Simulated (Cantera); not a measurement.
Input (Python, Cantera) and output of one run.

```python
import numpy as np
import cantera as ct

gas_names = """
    H H2 N NH NH2 NH3 N2 N2H2 N2H4 Si SiH SiH2 SiH3 SiH4 SiN Si2 Si2N Si3
""".split()
cond_names = """
    Si(cr) Si(L) Si3N4(a)
""".split()


# ... load() reads the species with a 1 bar reference pressure and builds the phases ...
atoms = {
    'Si3N4': {'Si': 3, 'N': 4},
    'Si': {'Si': 1},
    'H2': {'H': 2},
}
top_T = {'Si3N4(a)': 2400}  # K; cautious upper limits of use, not melting points


# ... equilibrate(T, P, feed) seeds the gas with the atoms and calls Mixture.equilibrate('TP', solver="vcs", rtol=1e-11, max_steps=5000) ...
results = []
feed = {'Si3N4': 1, 'Si': 0.16, 'H2': 0.61}  # mol
T = 2623.15  # K
P = 8900  # Pa
mix = equilibrate(T, P, feed)
results.append((T, P, feed, dict(zip(mix.species_names, mix.species_moles))))
print(gas.report(threshold=0.001))
for i in range(1, mix.n_phases):
    print(f"{mix.phase(i).name:16s} {mix.phase_moles(i):12.5e} mol")
```

It prints:

```
       temperature   2623.2 K
          pressure   8900 Pa
           density   0.0091753 kg/m^3
  mean mol. weight   22.485 kg/kmol
   phase of matter   gas

                          1 kg             1 kmol
                     ---------------   ---------------
          enthalpy        6.6368e+06        1.4923e+08  J
   internal energy        5.6668e+06        1.2742e+08  J
           entropy             11981        2.6938e+05  J/K
    Gibbs function        -2.479e+07        -5.574e+08  J
 heat capacity c_p            1514.7             34058  J/K
 heat capacity c_v            1144.9             25744  J/K

                      mass frac. Y      mole frac. X     chem. pot. / RT
                     ---------------   ---------------   ---------------
                 H         0.0025676          0.057274           -12.302
                H2          0.014739           0.16438           -24.603
                N2           0.79361           0.63697           -30.759
                Si           0.16021           0.12826           -7.3534
               SiH         0.0044363         0.0034286           -19.655
               SiN         0.0048251         0.0025775           -22.733
               Si2          0.010164         0.0040686           -14.707
              Si2N         0.0065881         0.0021108           -30.086
     [  +10 minor]         0.0028639        0.00093138

Si(L)             2.69419e+00 mol
```

These are equilibrium values from Cantera (NASA tables, ideal gas, pure condensed phases), not measurements of a reactor. The tables' values for SiN are old estimates; treat these amounts as uncertain. Gases not in the tables: Si2H6 and higher silanes.
